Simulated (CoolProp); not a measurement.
The fluid at 300 K and 0.135 MPa is throttled through a valve to 0.0556 MPa with no heat exchange. The same conditions are run with several fluids, on thermodynamics alone (safety and materials aside).

Computed with CoolProp (reference Helmholtz-energy equation of state of each fluid (octamethylcyclotetrasiloxane (D4): Thol 2015; n-decane: Lemmon 2006; R113: Marx 1992; dimethyl carbonate: Zhou 2011; tetrahydrofuran: Fiedler 2023)).

```json
[
 {"fluid": "octamethylcyclotetrasiloxane (D4)", "final density (kg/m³)": "949"},
 {"fluid": "n-decane", "final density (kg/m³)": "725"},
 {"fluid": "R113", "final density (kg/m³)": "1560"},
 {"fluid": "dimethyl carbonate", "final density (kg/m³)": "1060"},
 {"fluid": "tetrahydrofuran", "final density (kg/m³)": "880"}
]
```
